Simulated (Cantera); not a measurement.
# Silicon etching in halogen gases: Si + NF3 + N2

Feed: 1 mol Si, 0.52 mol NF3, 34 mol N2, at 775 K and 0.280 bar.

Cantera equilibrium calculation (NASA polynomials, part measured and part estimated; ideal gas, pure solids and liquids). Candidate condensed phases: Si, Si3N4; 16 gas species. Rates play no part.

```yaml
x(N2): 0.989
x(SiF4): 0.0114
n(Si3N4(s)): 0.203 mol
gas_amount: 34.24 mol
log10 activity of Si(s) (absent): -10.60
```
